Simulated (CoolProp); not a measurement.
The numbers come from the reference Helmholtz-energy equation of state, Lemmon 2006 in CoolProp. It is a short technical equation, of lower accuracy than the large ones.

Problem. Give the vapour pressure (bar), liquid density (kg/m³), enthalpy of vaporisation (kJ/kg), liquid cp (kJ/(kg K)) of saturated C3F8 (R218) at -17.45, 8.45, 34.25 °C.

Solution. 
| T (°C) | p (bar) | liquid density (kg/m³) | enthalpy of vaporisation (kJ/kg) | liquid cp (kJ/(kg K)) |
|---|---|---|---|---|
| -17.45 | 2.25 | 1530 | 97.6 | 1.02 |
| 8.45 | 5.40 | 1410 | 85.6 | 1.10 |
| 34.25 | 11.0 | 1270 | 69.7 | 1.23 |
